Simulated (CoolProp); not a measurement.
Values from CoolProp's reference Helmholtz-energy equation of state, Thol 2019.

Question: For decamethylcyclopentasiloxane (D5), give the phase and the cv (kJ/(kg K)), Joule-Thomson coefficient (K/MPa) at 342.3 K and 0.101 MPa; 427.5 K and 0.101 MPa; 555.2 K and 0.101 MPa.

Answer: 
- 342.3 K and 0.101 MPa: liquid; cv 1.51, Joule-Thomson coefficient -0.374
- 427.5 K and 0.101 MPa: liquid; cv 1.66, Joule-Thomson coefficient -0.255
- 555.2 K and 0.101 MPa: gas; cv 1.83, Joule-Thomson coefficient 13.8
